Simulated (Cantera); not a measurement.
Predominance diagram of Na at 1650 K against the partial pressures of O2 and S2 (log10, bar). Source: NASA polynomial tables (part measured, part estimated), evaluated in Cantera. Candidates: Na(l), Na2O(l), Na2S(l), Na2SO4(l). Only these pure phases compete in this equilibrium. Not in the tables: pyrosulfates.

```
log p(S2) \ log p(O2)
        columns: -26, -24.6, -23.1, -21.7, -20.2, -18.8, -17.3, -15.9, -14.4, -13, -11.6, -10.1, -8.7, -7.2, -5.8, -4.3, -2.9, -1.4, 0
      0  A A A A A A A A A A A A A B C C C C C
   -0.8  A A A A A A A A A A A A A B C C C C C
   -1.6  A A A A A A A A A A A A A B C C C C C
   -2.4  A A A A A A A A A A A A A B B C C C C
   -3.2  A A A A A A A A A A A A A B B C C C C
     -4  A A A A A A A A A A A A A B B C C C C
   -4.8  A A A A A A A A A A A A A B B B C C C
   -5.6  A A A A A A A A A A A A A B B B C C C
   -6.4  A A A A A A A A A A A A A B B B C C C
   -7.2  A A A A A A A A A A A A A B B B C C C
     -8  A A A A A A A A A A A A A B B B B C C
```

A: Na2S(l); B: Na2SO4(l); C: out of reach (another gas would pass 10 bar, or a non-metal would condense).
